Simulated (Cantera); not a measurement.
An adiabatic, constant-pressure homogeneous reactor starts with 7.75 % CH₄, 19.4 % O₂, 72.9 % N₂, equivalence ratio 0.80, at 1575 K and 0.260 bar.

Model: GRI-Mech 3.0 (53 species, 325 reactions), integrated in Cantera.

Question: Predict: time of steepest temperature rise; temperature at 0.400 s; equilibrium temperature; x(O₂) at 0.400 s; x(CO) at 0.400 s; x(NO₂) at 0.400 s.

Answer: 
```
Property                                                            Result
---------------------------------  ---------------------------------------
time of steepest temperature rise                                  1.70 ms
temperature at 0.400 s                                              2602 K
equilibrium temperature                                             2602 K
x(O₂) at 0.400 s                     0.0431 (gas-phase equilibrium 0.0431)
x(CO) at 0.400 s                     0.0277 (gas-phase equilibrium 0.0277)
x(NO₂) at 0.400 s                  2.16e-6 (gas-phase equilibrium 2.16e-6)
```
